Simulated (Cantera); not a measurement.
Charge: 1 mol PbS, 360 mol H2, 100 mol N2, at 0.550 bar.

Method: chemical equilibrium by Gibbs-energy minimisation in Cantera with the NASA 1993 tables (ideal gas, pure condensed phases). Candidate condensed phases: Pb, PbS, S; 18 gas species. Equilibrium is a limit: real reactors are often held back by kinetics, nucleation or transport.

Q: Which condensed phases are stable at each of these points (T (K)): 725, 875, 1025, 1175, 1325, 1475, 1625?

A: 
```
T (K)  condensed phases  Pb condensed (%)
-----  ----------------  ----------------
725      Pb(l) + PbS(s)             100.0
875               Pb(l)              99.8
1025              Pb(l)              95.9
1175              Pb(l)              49.9
1325           gas only               0.0
1475           gas only               0.0
1625           gas only               0.0
```

At 725 K the condensed part is Pb(l) + PbS(s). From 875 K to 1175 K the condensed part is Pb(l). From 1325 K to 1625 K nothing is condensed.
